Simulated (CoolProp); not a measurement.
Saturation properties of C2F6 (R116) (Tc = 293.0 K, pc = 3.048 MPa, ω = 0.257).

Values from CoolProp's reference Helmholtz-energy equation of state, Lemmon 2006. It is a short technical equation, of lower accuracy than the large ones.

```json
[
 {"T (K)": "224.8", "p (MPa)": "0.3951", "liquid density (kg/m³)": "1463", "enthalpy of vaporisation (kJ/kg)": "102.5", "surface tension (mN/m)": "7.11", "liquid viscosity (µPa s)": "253", "vapour viscosity (µPa s)": "10.5"},
 {"T (K)": "228.3", "p (MPa)": "0.4518", "liquid density (kg/m³)": "___", "enthalpy of vaporisation (kJ/kg)": "100.5", "surface tension (mN/m)": "6.67", "liquid viscosity (µPa s)": "239", "vapour viscosity (µPa s)": "10.6"},
 {"T (K)": "231.9", "p (MPa)": "___", "liquid density (kg/m³)": "1425", "enthalpy of vaporisation (kJ/kg)": "98.33", "surface tension (mN/m)": "6.21", "liquid viscosity (µPa s)": "225", "vapour viscosity (µPa s)": "10.8"},
 {"T (K)": "235.4", "p (MPa)": "0.5855", "liquid density (kg/m³)": "1406", "enthalpy of vaporisation (kJ/kg)": "96.16", "surface tension (mN/m)": "5.78", "liquid viscosity (µPa s)": "213", "vapour viscosity (µPa s)": "11.0"},
 {"T (K)": "239", "p (MPa)": "0.6635", "liquid density (kg/m³)": "1385", "enthalpy of vaporisation (kJ/kg)": "93.84", "surface tension (mN/m)": "5.34", "liquid viscosity (µPa s)": "200", "vapour viscosity (µPa s)": "___"},
 {"T (K)": "242.6", "p (MPa)": "0.7490", "liquid density (kg/m³)": "1364", "enthalpy of vaporisation (kJ/kg)": "91.40", "surface tension (mN/m)": "4.90", "liquid viscosity (µPa s)": "188", "vapour viscosity (µPa s)": "___"},
 {"T (K)": "246.1", "p (MPa)": "0.8398", "liquid density (kg/m³)": "1342", "enthalpy of vaporisation (kJ/kg)": "88.91", "surface tension (mN/m)": "4.49", "liquid viscosity (µPa s)": "177", "vapour viscosity (µPa s)": "11.6"},
 {"T (K)": "249.7", "p (MPa)": "0.9413", "liquid density (kg/m³)": "1319", "enthalpy of vaporisation (kJ/kg)": "86.21", "surface tension (mN/m)": "4.06", "liquid viscosity (µPa s)": "167", "vapour viscosity (µPa s)": "11.8"},
 {"T (K)": "253.2", "p (MPa)": "1.049", "liquid density (kg/m³)": "1296", "enthalpy of vaporisation (kJ/kg)": "83.44", "surface tension (mN/m)": "3.66", "liquid viscosity (µPa s)": "156", "vapour viscosity (µPa s)": "12.0"},
 {"T (K)": "256.8", "p (MPa)": "1.168", "liquid density (kg/m³)": "1270", "enthalpy of vaporisation (kJ/kg)": "80.42", "surface tension (mN/m)": "3.26", "liquid viscosity (µPa s)": "146", "vapour viscosity (µPa s)": "12.3"},
 {"T (K)": "260.3", "p (MPa)": "1.294", "liquid density (kg/m³)": "1244", "enthalpy of vaporisation (kJ/kg)": "77.28", "surface tension (mN/m)": "___", "liquid viscosity (µPa s)": "137", "vapour viscosity (µPa s)": "12.6"},
 {"T (K)": "263.9", "p (MPa)": "1.433", "liquid density (kg/m³)": "1216", "enthalpy of vaporisation (kJ/kg)": "73.83", "surface tension (mN/m)": "2.48", "liquid viscosity (µPa s)": "128", "vapour viscosity (µPa s)": "13.0"},
 {"T (K)": "267.4", "p (MPa)": "___", "liquid density (kg/m³)": "1187", "enthalpy of vaporisation (kJ/kg)": "70.20", "surface tension (mN/m)": "2.12", "liquid viscosity (µPa s)": "119", "vapour viscosity (µPa s)": "13.4"}
]
```

Task: What belongs in the gaps?

Result: 
- 228.3, liquid density (kg/m³): 1445
- 231.9, p (MPa): 0.5164
- 239, vapour viscosity (µPa s): 11.1
- 242.6, vapour viscosity (µPa s): 11.3
- 260.3, surface tension (mN/m): 2.87
- 267.4, p (MPa): 1.579

It boils at 195.1 K under 1 atm.

Viscosity comes from a separate model (Huber 2003), an estimate that may be off by 10 % or more. Surface tension comes from a separate correlation (Mulero 2012).
